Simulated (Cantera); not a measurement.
Charge: 1 mol Si, 3.1 mol HCl, 9.3 mol H₂, held at 1198.15 K and 1.00 bar.

Cantera equilibrium calculation (NASA polynomials, part measured and part estimated; ideal gas, pure solids and liquids). Candidate condensed phases: Si; 19 gas species. The tables' values for SiCl₃ are old estimates; treat these amounts as uncertain. The numbers say what is thermodynamically allowed, not how fast it happens.

Base state: H₂ 0.898, HCl 0.0355, SiCl₄ 0.0345, SiHCl₃ 0.0235, SiCl₃ 0.00359, SiCl₂ 0.00331, SiH₂Cl₂ 0.00209, SiH₃Cl 5.08e-5 (mole fractions); condensed: Si(s).

Task: What changes in the equilibrium state with this change: Si replaced by SiCl₄?

Result: 
| species | before | after |
|---|---|---|
| H₂ | 0.898 | 0.688 |
| HCl | 0.0355 | 0.238 |
| SiCl₄ | 0.0345 | 0.0682 |
| SiHCl₃ | 0.0235 | 0.00531 |
| SiH₃Cl | 5.08e-5 | 1.50e-7 |
| SiH₂Cl₂ | 0.00209 | 5.40e-5 |
| SiCl₂ | 0.00331 | 0.000112 |
| Si(s), mol | 0.218 | 0 |

Task: What changes in the equilibrium state with this change: temperature from 1198.15 K to 548.15 K?

Result: 
```tsv
species	before	after
H₂	0.898	0.923
SiCl₄	0.0345	0.0405
SiHCl₃	0.0235	0.0349
HCl	0.0355	7.68e-6
SiCl₂	0.00331	<1e-9
SiCl₃	0.00359	1.51e-8
SiH₃Cl	5.08e-5	8.39e-6
SiH₂Cl₂	0.00209	0.00126
Si(s), mol	0.218	0.117
```
